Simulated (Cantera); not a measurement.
# Equilibrium for sublimation and decomposition of ceramics: SiC + N2 + C

Feed: 1 mol SiC, 1.4 mol N2, 0.0067 mol C, at 1652 °C.

Equilibrium computed with Cantera from the NASA thermochemical tables; the gas is ideal and each condensed phase is pure. Candidate condensed phases: C, Si, SiC, Si3N4; 20 gas species. The tables' values for SiN are old estimates; treat these amounts as uncertain. The numbers say what is thermodynamically allowed, not how fast it happens.

From 1.00 Pa to 1.40 bar the condensed part is C(graphite) + SiC(s). At 10.0 bar the condensed part is C(graphite) + Si3N4(s). The main Si-bearing gas is Si throughout.

```tsv
P (Pa)	log p N2	log p Si	log p SiC2	log p Si2C	log p SiN	n C(graphite)	n SiC(s)	n Si3N4(s)
1	-5.03	-6.15	-7.69	-7.85	-9.17	0.114	0.884	0
7.20	-4.15	-6.15	-7.69	-7.85	-8.72	0.0206	0.985	0
52	-3.28	-6.15	-7.69	-7.85	-8.29	0.00861	0.998	0
370	-2.43	-6.15	-7.69	-7.85	-7.87	0.00697	1.000	0
2700	-1.57	-6.15	-7.69	-7.85	-7.43	0.00673	1.000	0
19000	-0.72	-6.15	-7.69	-7.85	-7.01	0.00670	1.000	0
140000	0.15	-6.15	-7.69	-7.85	-6.58	0.00670	1.000	0
1000000	1.00	-6.25	-7.79	-8.05	-6.25	1.01	0	0.333
```
log p: log10 of the partial pressure in bar; n: condensed amount in mol.
